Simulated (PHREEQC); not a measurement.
Make-up at 25 °C: 5.4 mmol/kgw Ni(NO3)2 and 2.1 mmol/kgw HCl. Closed to the air; pH follows from the charge balance.

All values are PHREEQC results (ion-association model, wateq4f.dat), not measurements.

| quantity | before | after |
|---|---|---|
| pH | 2.73 | 2.77 |
| NiCl+ (mol/kgw) | 1.65e-5 | 8.54e-5 |
| NiOH+ (mol/kgw) | 2.66e-10 | 1.89e-9 |
| SI of Ni(OH)2 (Ni(OH)2) | -7.85 | -7.01 |

### Question
What was changed between the two runs?
A) Ni(NO3)2 from 0.0054 to 0.054 mol/kgw
B) 9.2e-05 mol/kgw Ba(OH)2 added
C) diluted 100-fold with water
D) diluted 2-fold with water

### Answer
A, Ni(NO3)2 from 0.0054 to 0.054 mol/kgw

Precipitation was switched off in this run.
